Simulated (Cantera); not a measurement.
A closed system holds: 1 mol FeS2, 27 mol H2, 1.2 mol N2, equilibrated at 2123.15 K and 43.0 Pa.

Equilibrium computed with Cantera from the NASA thermochemical tables; the gas is ideal and each condensed phase is pure. Candidate condensed phases: Fe, FeS, FeS2, S; 16 gas species. The numbers say what is thermodynamically allowed, not how fast it happens.

Base state: H2 0.735, H 0.148, N2 0.0362, S 0.0323, Fe 0.0301, S2 0.00973, SH 0.00782, H2S 0.000647 (mole fractions); condensed: gas only.

Question: What changes in the equilibrium state with this change: FeS2 replaced by Cu2O?

Answer: 
```tsv
species	before	after
H2	0.735	0.724
H	0.148	0.147
Cu	0	0.0613
S	0.0323	0
Fe	0.0301	0
H2O	0	0.0298
N2	0.0362	0.0368
S2	0.00973	0
SH	0.00782	0
OH	0	0.000750
H2S	0.000647	0
O	0	0.000108
```
Further candidate phases: Cu, CuO, Cu(OH)2, Cu2O, H2O.
